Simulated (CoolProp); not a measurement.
The fluid at 432.29 K and 0.341 MPa is throttled through a valve to 0.115 MPa with no heat exchange. The same conditions are run with several fluids, on thermodynamics alone (safety and materials aside).

Model: reference Helmholtz-energy equation of state of each fluid (chlorine: Thol 2021; trans-2-butene: Lemmon 2005; R152A: Outcalt 1996; 1,2-dichloroethane: Thol 2015; cyclopropane: Polt 1992), in CoolProp. The equations of Platzer and Polt are older, rougher fits.

Q: Rank chlorine, trans-2-butene, R152A, 1,2-dichloroethane, cyclopropane by temperature change (K), highest first.

A: cyclopropane (-1.4), R152A (-1.9), trans-2-butene (-2.0), chlorine (-2.7), 1,2-dichloroethane (-4.5)

```json
[
 {"fluid": "chlorine", "final density (kg/m³)": "2.29"},
 {"fluid": "trans-2-butene", "final density (kg/m³)": "1.82"},
 {"fluid": "R152A", "final density (kg/m³)": "2.14"},
 {"fluid": "1,2-dichloroethane", "final density (kg/m³)": "3.26"},
 {"fluid": "cyclopropane", "final density (kg/m³)": "1.36"}
]
```
